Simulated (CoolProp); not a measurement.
Properties of R123 along the isobar 132 bar.

Computed with CoolProp (reference Helmholtz-energy equation of state, Younglove 1994). It is a modified Benedict-Webb-Rubin equation, recast in Helmholtz form.

```csv
T (K),phase,density (kg/m³),viscosity (µPa s)
353.8,liquid,1369,285
368.4,liquid,1333,250
383.1,liquid,1295,221
397.7,liquid,1257,197
412.3,liquid,1217,176
426.9,liquid,1176,157
441.5,liquid,1132,141
456.1,liquid,1086,127
470.8,supercritical,1036,114
485.4,supercritical,984.4,103
500,supercritical,929.8,93.1
```

Viscosity comes from a separate model (Tanaka 1996).
